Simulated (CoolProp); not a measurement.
Vapour-liquid equilibrium of ammonia (1) + benzene (2) at 285.3 K; x and y are mole fractions of (1).

Model: multi-fluid Helmholtz-energy mixture model, Gao 2020 and Thol 2012; pair parameters Bell 2016, in CoolProp.

**Question.** Give the bubble pressure and the first vapour's composition at x = 0.15, 0.45, 0.55. Is there an azeotrope?

**Answer.** x = 0.15: 0.2841 MPa, y = 0.977; x = 0.45: 0.5134 MPa, y = 0.988; x = 0.55: 0.5295 MPa, y = 0.989. No azeotrope shows between x = 0.05 and 0.95.

Pair parameters are fitted to limited data, so mixtures are less certain than the pure fluids. With so large a gap from Raoult's law the liquid may split in two, which this calculation doesn't test in full.
